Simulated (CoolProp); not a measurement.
The fluid at 293.15 K and 0.48 MPa (gas) is heated at constant pressure to 424 K. The same conditions are run with several fluids, on thermodynamics alone (safety and materials aside).

Values from CoolProp's reference Helmholtz-energy equation of state of each fluid (ethylene: Smukala 2000; R407C: Lemmon 2003; fluoroethane (R161): Wu 2012; R143a: Lemmon and Jacobsen 2000; propane: Lemmon 2009). Blends and air are pseudo-pure fits.

Task: Rank ethylene, R407C, fluoroethane (R161), R143a, propane by heat (kJ/kg), highest first.

Result: propane (262), ethylene (232), fluoroethane (R161) (194), R143a (143), R407C (126)

```
fluid                final density (kg/m³)
-------------------  ---------------------
ethylene                              3.85
R407C                                 12.0
fluoroethane (R161)                   6.70
R143a                                 11.7
propane                               6.16
```
